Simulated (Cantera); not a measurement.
A freely propagating, adiabatic, planar premixed flame of 22.2 % H2, 16.4 % O2, 61.4 % N2, unburnt at 550 K and 650000 Pa; mixture-averaged transport, grid criteria slope 0.08 and curve 0.16, no radiation.

Cantera simulation using the H2/O2 subset of GRI-Mech 3.0, which has no nitrogen chemistry; the numbers are that mechanism's predictions, not measurements. The hydrogen kinetics of GRI-Mech 3.0 are dated; newer H2 mechanisms differ, most at raised pressure. Burning velocities carry a grid error of a few per cent, more on coarse grids. Lean hydrogen flames are cellular in practice and burn faster than this planar one.

x: mole fraction of selected species; z is measured from the peak of heat release.

```json
[
 {"z (mm)": "-0.135", "T (K)": "550", "u (m/s)": "2.41", "x H2": "0.222", "x O2": "0.164", "x H2O": "1.60e-6", "x O": "<1e-8", "x HO2": "___", "x H": "<1e-8"},
 {"z (mm)": "-0.0903", "T (K)": "551", "u (m/s)": "2.41", "x H2": "0.220", "x O2": "0.164", "x H2O": "2.44e-5", "x O": "<1e-8", "x HO2": "___", "x H": "<1e-8"},
 {"z (mm)": "-0.0677", "T (K)": "552", "u (m/s)": "2.40", "x H2": "0.215", "x O2": "0.165", "x H2O": "0.000135", "x O": "1.06e-8", "x HO2": "___", "x H": "<1e-8"},
 {"z (mm)": "-0.0451", "T (K)": "564", "u (m/s)": "2.42", "x H2": "0.202", "x O2": "0.167", "x H2O": "0.00111", "x O": "1.54e-7", "x HO2": "___", "x H": "<1e-8"},
 {"z (mm)": "-0.0226", "T (K)": "706", "u (m/s)": "2.90", "x H2": "0.156", "x O2": "0.169", "x H2O": "0.0179", "x O": "1.39e-5", "x HO2": "___", "x H": "2.47e-5"},
 {"z (mm)": "-0.0113", "T (K)": "1015", "u (m/s)": "4.06", "x H2": "0.112", "x O2": "0.154", "x H2O": "0.0612", "x O": "0.000304", "x HO2": "___", "x H": "0.000886"},
 {"z (mm)": "0", "T (K)": "1397", "u (m/s)": "5.53", "x H2": "0.0641", "x O2": "0.122", "x H2O": "0.127", "x O": "0.00203", "x HO2": "___", "x H": "0.00425"},
 {"z (mm)": "0.0113", "T (K)": "1669", "u (m/s)": "6.58", "x H2": "0.0309", "x O2": "0.0908", "x H2O": "0.179", "x O": "0.00421", "x HO2": "___", "x H": "0.00655"},
 {"z (mm)": "0.0226", "T (K)": "1826", "u (m/s)": "7.18", "x H2": "0.0159", "x O2": "0.0745", "x H2O": "0.205", "x O": "0.00493", "x HO2": "___", "x H": "0.00587"},
 {"z (mm)": "0.0451", "T (K)": "1975", "u (m/s)": "7.74", "x H2": "0.00731", "x O2": "0.0654", "x H2O": "0.223", "x O": "0.00381", "x HO2": "___", "x H": "0.00308"},
 {"z (mm)": "0.0903", "T (K)": "2076", "u (m/s)": "8.11", "x H2": "0.00329", "x O2": "0.0630", "x H2O": "0.233", "x O": "0.00181", "x HO2": "___", "x H": "0.000934"},
 {"z (mm)": "0.181", "T (K)": "2125", "u (m/s)": "8.28", "x H2": "0.00121", "x O2": "0.0628", "x H2O": "0.238", "x O": "0.000671", "x HO2": "___", "x H": "0.000203"},
 {"z (mm)": "0.361", "T (K)": "2142", "u (m/s)": "8.34", "x H2": "0.000488", "x O2": "0.0630", "x H2O": "0.240", "x O": "0.000286", "x HO2": "___", "x H": "5.45e-5"}
]
```

Question: Fill in the missing entries.

Answer: 
- -0.135, x HO2: 1.92e-8
- -0.0903, x HO2: 3.85e-7
- -0.0677, x HO2: 2.52e-6
- -0.0451, x HO2: 2.75e-5
- -0.0226, x HO2: 0.000651
- -0.0113, x HO2: 0.000866
- 0, x HO2: 0.000482
- 0.0113, x HO2: 0.000258
- 0.0226, x HO2: 0.000151
- 0.0451, x HO2: 7.24e-5
- 0.0903, x HO2: 2.96e-5
- 0.181, x HO2: 1.15e-5
- 0.361, x HO2: 6.13e-6
